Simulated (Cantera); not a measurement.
**Ignition delay**

Mixture: CH₄ : H₂ : O₂ : N₂ = 1 : 0.072 : 1.2 : 4.5 (molar parts), equivalence ratio 1.7, at 1430 Torr, adiabatic and at constant pressure. Ignition delay is the time to a rise of 400 K.

Model: GRI-Mech 3.0 (53 species, 325 reactions), integrated in Cantera.

```json
[
 {"T0 (K)": "1125", "delay (ms)": "36.8"},
 {"T0 (K)": "1225", "delay (ms)": "12.1"},
 {"T0 (K)": "1325", "delay (ms)": "3.99"},
 {"T0 (K)": "1425", "delay (ms)": "1.38"},
 {"T0 (K)": "1525", "delay (ms)": "0.513"},
 {"T0 (K)": "1625", "delay (ms)": "0.213"},
 {"T0 (K)": "1725", "delay (ms)": "0.0991"}
]
```

```
Property                                                 Value
--------------------------------------------------  ----------
apparent activation energy between 1525 and 1725 K  180 kJ/mol
```
